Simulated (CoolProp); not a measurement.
A single-stage vapour-compression cycle with n-butane: evaporating at 236.15 K (dew point), condensing at 300.15 K (bubble point), superheat 0 K, subcooling 5 K, compressor efficiency 0.7, no pressure losses. Each further row changes one setting.

Computed with CoolProp (reference Helmholtz-energy equation of state, Bücker 2006).

```tsv
case	cooling COP	pressure ratio	discharge temperature (K)	refrigerating effect (kJ/kg)	volumetric capacity (kJ/m³)
as stated	2.07	13.1	324.9	281	166
evaporating temperature 241.15 K	[?]	[?]	321.6	288	217
condensing temperature 295.15 K	2.30	11.2	319.3	293	173
subcooling 10 K	2.15	13.1	324.9	293	173
superheat 10 K	[?]	13.1	[?]	[?]	168
compressor efficiency 0.6	[?]	13.1	336.7	281	166
```

Q: Fill in the missing entries.

A: 
- evaporating temperature 241.15 K, cooling COP: 2.34
- evaporating temperature 241.15 K, pressure ratio: 10.1
- superheat 10 K, cooling COP: 2.08
- superheat 10 K, discharge temperature (K): 335.7
- superheat 10 K, refrigerating effect (kJ/kg): 296
- compressor efficiency 0.6, cooling COP: 1.77
